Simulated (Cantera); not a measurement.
A diamond (100) surface in a fixed gas of H2 with x(CH4) = 0.0079, x(H) = 0.027, x(CH3) = 0.00036, at 1348 K; coverages are run to steady state.

Cantera simulation using the Harris–Goodwin 1993 mechanism for the reconstructed diamond (100) surface; the numbers are that mechanism's predictions, not measurements.

θ: site fractions in the mechanism's names (c6HH fully hydrogenated, c6H* and c6*H radical sites, c6** diradical, c6HM methylated).

| P (Pa) | growth (µm/h) | θ c6HH | θ c6H* | θ c6*H | θ c6** | θ c6HM |
|---|---|---|---|---|---|---|
| 320 | (withheld) | 0.351 | 0.0544 | 0.538 | 0.0556 | 2.19e-5 |
| 530 | (withheld) | 0.351 | 0.0544 | 0.538 | 0.0556 | 3.72e-5 |
| 880 | (withheld) | 0.351 | 0.0545 | 0.538 | 0.0556 | 6.23e-5 |
| 1400 | (withheld) | 0.351 | 0.0545 | 0.538 | 0.0556 | 9.88e-5 |
| 2400 | (withheld) | 0.351 | 0.0545 | 0.538 | 0.0556 | 0.000166 |
| 3900 | (withheld) | 0.351 | 0.0546 | 0.538 | 0.0556 | 0.000258 |
| 6500 | (withheld) | 0.351 | 0.0547 | 0.537 | 0.0557 | 0.000401 |
| 11000 | (withheld) | 0.351 | 0.0549 | 0.537 | 0.0557 | 0.000603 |

Q: Complete the blanks.

A: 
- 320, growth (µm/h): 0.196
- 530, growth (µm/h): 0.370
- 880, growth (µm/h): 0.694
- 1400, growth (µm/h): 1.25
- 2400, growth (µm/h): 2.54
- 3900, growth (µm/h): 4.96
- 6500, growth (µm/h): 10.4
- 11000, growth (µm/h): 22.6
